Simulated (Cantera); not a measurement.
A closed system holds: 1 mol Si, 1.6 mol HBr, 3.3 mol H2, held at 1773 K.

Method: chemical equilibrium by Gibbs-energy minimisation in Cantera with the NASA 1993 tables (ideal gas, pure condensed phases). Candidate condensed phases: Br2, Si; 19 gas species. The tables' values for SiBr, SiBr3 are old estimates; treat these amounts as uncertain. Gases not in the tables: Si2H6 and higher silanes. Rates play no part.

log p: log10 of the partial pressure in bar; n: condensed amount in mol.

```csv
P (Pa),log p H2,log p Br,log p HBr,log p Si,log p SiBr2,log p H,n Si(l)
1,-5.25,-5.73,-6.43,-5.86,-7.39,-6.17,0
5.20,-4.46,-5.10,-5.41,-5.67,-5.94,-5.78,0.585
27,-3.71,-4.59,-4.52,-5.67,-4.91,-5.40,0.690
140,(withheld),(withheld),(withheld),-5.67,(withheld),(withheld),0.654
720,-2.27,-3.76,-2.97,-5.67,-3.27,-4.68,0.621
3700,-1.55,-3.39,-2.25,-5.67,-2.53,-4.32,0.603
19000,(withheld),(withheld),(withheld),-5.67,(withheld),(withheld),0.594
100000,-0.12,-2.68,-0.81,-5.67,-1.10,-3.61,0.591
```

Task: Fill in the missing entries.

Result: 
- 140, log p H2: -2.98
- 140, log p Br: -4.15
- 140, log p HBr: -3.72
- 140, log p SiBr2: -4.05
- 140, log p H: -5.04
- 19000, log p H2: -0.84
- 19000, log p Br: -3.03
- 19000, log p HBr: -1.53
- 19000, log p SiBr2: -1.81
- 19000, log p H: -3.97
